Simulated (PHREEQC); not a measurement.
1 kg of water holding 0.062 mol CaCl2, 0.55 mol MgCl2 and 0.12 mol NaCl is evaporated at 25 °C; the solids stay in contact with the brine. CO2 from the air is kept out. Only these solids could form: Bischofite, Brucite, Halite, Portlandite, MgCl2_4H2O.

Computed with PHREEQC (Pitzer model, pitzer.dat).

```tsv
water left (kg)	ionic strength	water activity	Halite (mol)	Mg in solution (mol/kgw)	Ca in solution (mol/kgw)	Cl in solution (mol/kgw)
1	1.96	0.964	0	0.550	0.0620	1.34
0.8219	2.38	___	0	0.669	0.0754	1.64
0.6755	2.90	___	0	0.814	0.0918	1.99
0.5552	3.52	0.925	0	0.991	0.112	2.42
0.4563	4.29	0.902	0	1.21	0.136	2.95
0.375	5.22	0.871	0	1.47	0.165	3.58
0.3082	6.35	___	0	1.78	0.201	4.36
0.2533	7.72	0.773	0	2.17	0.245	5.30
0.2082	9.39	___	0	2.64	0.298	6.45
0.1711	11.4	___	0	3.21	0.362	7.85
0.1407	13.5	0.509	0.0616	3.91	0.441	9.12
0.1156	16.0	0.394	0.102	4.76	0.536	10.7
```

Question: Complete the blanks.

Answer: 
- 0.8219, water activity: 0.954
- 0.6755, water activity: 0.942
- 0.3082, water activity: 0.830
- 0.2082, water activity: 0.699
- 0.1711, water activity: 0.602
